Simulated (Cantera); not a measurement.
An isothermal, constant-pressure homogeneous reactor starts with C₃H₈ : H₂ = 1 : 35 (molar parts), at 1973 K and 18.0 Pa.

Model: GRI-Mech 3.0 (53 species, 325 reactions), integrated in Cantera. GRI-Mech 3.0 was tuned for natural gas; its chemistry of propane as a main component is partial and can be far from experiment. GRI-Mech 3.0 stops at C3 and has no aromatics, soot or wall deposition, so with more carbon than oxygen in the feed, carbon stays in small species such as C2H2 where larger ones or solid carbon would form. Radical loss at walls, strong at low pressure, is not modelled.

x: mole fraction; the columns are a selection and need not sum to one.

```csv
t (s),x C₃H₈,x H₂,x C₂H₄,x C₂H,x CH₂,x CH₃
4.00e-6,0.0277,0.972,8.67e-8,<1e-12,<1e-12,4.31e-5
2.00e-5,0.0276,0.972,2.15e-6,<1e-12,3.19e-11,0.000215
0.000100,0.0267,0.971,5.19e-5,<1e-12,4.13e-9,0.00104
0.000504,0.0224,0.966,0.00110,2.89e-11,6.67e-7,0.00468
0.00252,…,0.939,…,…,…,…
0.0126,…,0.922,…,…,…,…
0.0634,1.87e-9,0.929,0.000552,4.43e-6,5.63e-5,0.00764
0.318,4.32e-10,0.939,0.000204,4.08e-6,2.83e-5,0.00399
1.59,4.02e-11,0.947,4.64e-5,4.40e-6,1.34e-5,0.00170
7.98,<1e-12,0.950,3.67e-6,6.90e-6,5.65e-6,0.000438
40.0,<1e-12,0.943,4.91e-7,1.30e-5,1.11e-6,4.35e-5
```

Q: Complete the blanks.

A: 
- 0.00252, x C₃H₈: 0.00600
- 0.00252, x C₂H₄: 0.0106
- 0.00252, x C₂H: 5.78e-8
- 0.00252, x CH₂: 5.01e-5
- 0.00252, x CH₃: 0.0188
- 0.0126, x C₃H₈: 5.74e-8
- 0.0126, x C₂H₄: 0.00559
- 0.0126, x C₂H: 3.43e-6
- 0.0126, x CH₂: 8.93e-5
- 0.0126, x CH₃: 0.0114
